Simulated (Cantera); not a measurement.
Charge: 1 mol TEOS, 0.53 mol O3, 1.1 mol H2, at 525 K and 13.3 mbar.

Cantera equilibrium calculation (NASA polynomials, part measured and part estimated; ideal gas, pure solids and liquids). Candidate condensed phases: C, C6H6, C7H8, C8H18, H2O, Si, SiC, SiO2; 123 gas species. The feed counts by its element totals alone. The numbers say what is thermodynamically allowed, not how fast it happens.

Base state: CH4 0.410, H2O 0.381, H2 0.176, CO2 0.0320, CO 0.000170 (mole fractions); condensed: C(graphite) + SiO2(α-quartz).

**Question.** What changes in the equilibrium state with this change: O3 from 0.53 to 0.76 mol?

**Answer.** 
```
species                before     after
-------------------  --------  --------
H2O                     0.381     0.422
CH4                     0.410     0.367
H2                      0.176     0.167
CO2                    0.0320    0.0438
CO                   0.000170  0.000199
C(graphite), mol         4.44      4.55
SiO2(α-quartz), mol      1.00      1.00
```

**Question.** What changes in the equilibrium state with this change: temperature from 525 K to 1600 K?

**Answer.** 
| species | before | after |
|---|---|---|
| H2 | 0.176 | 0.665 |
| CO | 0.000170 | 0.334 |
| SiO | <1e-9 | 0.000968 |
| CH4 | 0.410 | 9.62e-6 |
| H2O | 0.381 | 2.59e-6 |
| CO2 | 0.0320 | 4.32e-7 |
| H | <1e-9 | 0.000384 |
| C2H2 (acetylene) | <1e-9 | 1.83e-5 |
| C(graphite), mol | 4.44 | 1.44 |
| SiO2(α-quartz), mol | 1.00 | 0 |
| SiC(s), mol | 0 | 0.984 |
